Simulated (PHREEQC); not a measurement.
1 kg of water meets 20 L of dry gas (CO2 0.52, H2 0.48 by moles) at fixed total pressure, at 80 °C; fugacities by Peng-Robinson. The gases take part in no redox reaction, some water evaporates into the gas, and hydrates or a liquid gas phase aren't modelled. No solid was allowed to form.

Equilibrium calculation in PHREEQC: ion-association model, phreeqc.dat.

```tsv
P (atm)	dissolved CO2 (all carbonate carbon) (mol/kgw)	φ of CO2	p of CO2 (atm)	dissolved H2 (mol/kgw)	φ of H2	p of H2 (atm)
2	0.00999	0.994	0.790	0.000551	1.003	0.739
5	0.0291	0.986	2.33	0.00163	1.006	2.19
10	0.0602	0.973	4.91	0.00343	1.010	4.60
20	0.119	0.947	10.1	0.00701	1.019	9.43
30	0.175	0.922	15.2	0.0106	1.028	14.2
40	0.227	0.898	20.4	0.0142	1.038	19.1
50	0.275	0.875	25.5	0.0177	1.048	23.9
75	0.381	0.822	38.4	0.0267	1.074	35.9
100	0.469	0.774	51.3	0.0356	1.101	47.9
150	0.601	0.693	77.1	0.0533	1.156	71.8
200	0.691	0.629	103	0.0709	1.211	95.7
300	0.800	0.544	155	0.105	1.315	143
400	0.864	0.496	206	0.136	1.410	191
```

Constants without temperature data keep their 25 °C values here.
